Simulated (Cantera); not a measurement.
A freely propagating, adiabatic, planar premixed flame of 19.5 % H2, 16.8 % O2, 63.2 % N2, 0.410 % H2O, equivalence ratio 0.58, unburnt at 575 K and 280000 Pa; mixture-averaged transport, grid criteria slope 0.08 and curve 0.16, no radiation.

Detailed kinetics in Cantera: the H2/O2 subset of GRI-Mech 3.0, which has no nitrogen chemistry. The hydrogen kinetics of GRI-Mech 3.0 are dated; newer H2 mechanisms differ, most at raised pressure. Burning velocities carry a grid error of a few per cent, more on coarse grids. Lean hydrogen flames are cellular in practice and burn faster than this planar one.

### Question
Predict: laminar burning velocity; thermal thickness; peak x(HO2); peak x(H2O2); peak x(OH); peak x(H).

### Answer
| Property | Result |
|---|---|
| laminar burning velocity | 264 cm/s |
| thermal thickness | 0.119 mm |
| peak x(HO2) | 0.000584 |
| peak x(H2O2) | 6.93e-5 |
| peak x(OH) | 0.00926 |
| peak x(H) | 0.00825 |
